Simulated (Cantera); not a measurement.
**Pyrogenic steam for wet oxidation**

An isothermal, constant-pressure homogeneous reactor starts with H2 : O2 : N2 = 0.62 : 1 : 4.1 (molar parts), equivalence ratio 0.31, at 950 K and 0.132 atm.

Model: the H2/O2 subset of GRI-Mech 3.0, which has no nitrogen chemistry, integrated in Cantera. Radical loss at walls, strong at low pressure, is not modelled. The temperature is held fixed by assumption; the heat of reaction is taken as removed at once.

```json
[
 {"t (s)": "0.000300", "x H2": "0.108", "x O2": "0.175", "x H": "6.34e-10", "x OH": "4.86e-11", "x HO2": "2.71e-10", "x O": "1.53e-10"},
 {"t (s)": "0.000854", "x H2": "0.108", "x O2": "0.175", "x H": "2.07e-7", "x OH": "1.60e-8", "x HO2": "5.34e-8", "x O": "5.07e-8"},
 {"t (s)": "0.00243", "x H2": "0.0206", "x O2": "0.136", "x H": "0.0128", "x OH": "0.00160", "x HO2": "2.41e-5", "x O": "0.00283"},
 {"t (s)": "0.00693", "x H2": "0.00141", "x O2": "0.128", "x H": "3.59e-5", "x OH": "9.28e-5", "x HO2": "1.30e-5", "x O": "9.65e-5"},
 {"t (s)": "0.0197", "x H2": "0.000433", "x O2": "0.128", "x H": "3.28e-6", "x OH": "3.10e-5", "x HO2": "6.41e-6", "x O": "2.02e-5"},
 {"t (s)": "0.0562", "x H2": "0.000113", "x O2": "0.128", "x H": "3.71e-7", "x OH": "1.42e-5", "x HO2": "2.43e-6", "x O": "4.26e-6"},
 {"t (s)": "0.160", "x H2": "1.84e-5", "x O2": "0.128", "x H": "2.99e-8", "x OH": "7.06e-6", "x HO2": "5.17e-7", "x O": "6.68e-7"},
 {"t (s)": "0.456", "x H2": "1.56e-6", "x O2": "0.128", "x H": "1.38e-9", "x OH": "3.27e-6", "x HO2": "5.77e-8", "x O": "9.04e-8"},
 {"t (s)": "1.30", "x H2": "7.14e-8", "x O2": "0.128", "x H": "6.30e-11", "x OH": "1.49e-6", "x HO2": "6.28e-9", "x O": "1.66e-8"},
 {"t (s)": "3.70", "x H2": "2.66e-9", "x O2": "0.128", "x H": "6.37e-12", "x OH": "7.61e-7", "x HO2": "1.32e-9", "x O": "4.29e-9"},
 {"t (s)": "10.5", "x H2": "5.02e-10", "x O2": "0.128", "x H": "1.08e-12", "x OH": "4.23e-7", "x HO2": "4.29e-10", "x O": "1.33e-9"},
 {"t (s)": "30.0", "x H2": "1.56e-10", "x O2": "0.128", "x H": "<1e-12", "x OH": "2.44e-7", "x HO2": "1.81e-10", "x O": "4.44e-10"}
]
```
x: mole fraction; the columns are a selection and need not sum to one.

Equilibrium at this temperature and pressure: H2 1.61e-11, O2 0.128, H <1e-12, OH 6.45e-8, HO2 1.79e-10, O 3.13e-11 (gas phase only).
